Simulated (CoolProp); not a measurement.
A Linde-Hampson liquefier for CF4 (R14): isothermal reversible compression at 300 K from 1 atm to 10 MPa, throttling to 1 atm, return gas leaving the recuperator 5 K below the feed. Each further row changes one setting.

Values from CoolProp's reference Helmholtz-energy equation of state, Platzer 1990. This equation is an older, rougher fit; its heat capacities, sound speeds and derivatives of the liquid may be far off and weren't checked against measurements.

```csv
case,liquid yield per pass,compression work (kJ/kg of gas)
as stated,…,121
high pressure 20 MPa,…,135
warm-end temperature 330 K,…,136
warm-end gap 10 K,0.159,121
```

Q: Complete the blanks.

A: 
- as stated, liquid yield per pass: 0.172
- high pressure 20 MPa, liquid yield per pass: 0.262
- warm-end temperature 330 K, liquid yield per pass: 0.116
